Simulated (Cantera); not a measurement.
# Reactions in the system B-F-O

Source: NASA polynomial tables (part measured, part estimated), evaluated in Cantera. Values are per mole of reaction as written; species without (g) are pure solids or liquids, kept so even where they would boil at 1 bar.

2 BF3(g) + 3 B2O2(g) → 2 B + 2 B3O3F3(g)

```json
[
 {"T (K)": "1823", "ΔH° (kJ)": "-1038.6", "ΔS° (J/K)": "-493.9", "ΔG° (kJ)": "-138.2", "log10 K": "3.96", "condensed phases": "B(s)"},
 {"T (K)": "1923", "ΔH° (kJ)": "-1033.8", "ΔS° (J/K)": "-491.4", "ΔG° (kJ)": "-88.9", "log10 K": "2.41", "condensed phases": "B(s)"},
 {"T (K)": "2023", "ΔH° (kJ)": "-1029.0", "ΔS° (J/K)": "-488.9", "ΔG° (kJ)": "-39.9", "log10 K": "1.03", "condensed phases": "B(s)"},
 {"T (K)": "2123", "ΔH° (kJ)": "-1024.1", "ΔS° (J/K)": "-486.5", "ΔG° (kJ)": "8.9", "log10 K": "-0.22", "condensed phases": "B(s)"},
 {"T (K)": "2223", "ΔH° (kJ)": "-1019.1", "ΔS° (J/K)": "-484.3", "ΔG° (kJ)": "57.4", "log10 K": "-1.35", "condensed phases": "B(s)"},
 {"T (K)": "2323", "ΔH° (kJ)": "-1014.1", "ΔS° (J/K)": "-482.1", "ΔG° (kJ)": "105.7", "log10 K": "-2.38", "condensed phases": "B(s)"},
 {"T (K)": "2423", "ΔH° (kJ)": "-908.5", "ΔS° (J/K)": "-437.1", "ΔG° (kJ)": "150.7", "log10 K": "-3.25", "condensed phases": "B(l)"}
]
```
